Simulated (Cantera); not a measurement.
Feed: 1 mol Si3N4, 0.0011 mol O2, 36 mol N2, held at 13300 Pa.

Equilibrium computed with Cantera from the NASA thermochemical tables; the gas is ideal and each condensed phase is pure. Candidate condensed phases: Si, SiO2, Si2N2O, Si3N4; 16 gas species. The tables' values for SiN are old estimates; treat these amounts as uncertain. The numbers say what is thermodynamically allowed, not how fast it happens. All values below are at 2000 K.

Base state: N2 1.000, Si 0.000327, SiO 5.79e-5, Si2N 4.08e-5, SiN 3.10e-5 (mole fractions); condensed: Si(l).

Question: What changes in the equilibrium state with this change: pressure from 13300 Pa to 1.70 Pa?

Answer: 
```tsv
species	before	after
N2	1.000	0.927
Si	0.000327	0.0730
SiN	3.10e-5	7.54e-5
Si2N	4.08e-5	2.82e-6
Si2	3.39e-6	2.16e-5
SiO	5.79e-5	5.37e-5
Si(l), mol	2.98	0
```

Question: What changes in the equilibrium state with this change: O2 from 0.0011 to 0.086 mol?

Answer: 
```tsv
species	before	after
N2	1.000	0.995
SiO	5.79e-5	0.00450
Si	0.000327	0.000327
Si2N	4.08e-5	4.07e-5
SiN	3.10e-5	3.10e-5
Si(l), mol	2.98	2.81
```
